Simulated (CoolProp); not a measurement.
The numbers come from the reference Helmholtz-energy equation of state, de Reuck 1990 in CoolProp.

Q: For fluorine, give the phase and the density (kg/m³), cv (kJ/(kg K)), speed of sound (m/s), expansivity (1/kK) at 156.5 K and 34.1 bar.

A: 
- 156.5 K and 34.1 bar: gas; density 123, cv 0.628, speed of sound 199, expansivity 12.4
